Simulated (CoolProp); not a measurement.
A single-stage vapour-compression cycle with the fluid: evaporating at 266.15 K (dew point), condensing at 292.15 K (bubble point), superheat 5 K, subcooling 0 K, compressor efficiency 0.6, no pressure losses. The same conditions are run with several fluids, on thermodynamics alone (safety and materials aside).

Model: reference Helmholtz-energy equation of state of each fluid (chlorine: Thol 2021; CH2F2 (R32): Tillner-Roth 1997; C3F8 (R218): Lemmon 2006; propylene: Lemmon 2013; CH3F (R41): Lemmon 2006; R227EA: Lemmon 2016), in CoolProp.

```tsv
fluid	cooling COP	pressure ratio	discharge temperature (K)	refrigerating effect (kJ/kg)	volumetric capacity (kJ/m³)
chlorine	5.48	2.26	366.1	248	2390
CH2F2 (R32)	5.27	(withheld)	338.5	285	4850
C3F8 (R218)	4.90	2.24	295.4	(withheld)	2110
propylene	(withheld)	2.10	317.4	(withheld)	3230
CH3F (R41)	(withheld)	1.98	332.2	292	9570
R227EA	5.29	2.53	(withheld)	102	1220
```

Complete the blanks.


- CH2F2 (R32), pressure ratio: 2.22
- C3F8 (R218), refrigerating effect (kJ/kg): 68.7
- propylene, cooling COP: 5.37
- propylene, refrigerating effect (kJ/kg): 331
- CH3F (R41), cooling COP: 4.71
- R227EA, discharge temperature (K): 299.8
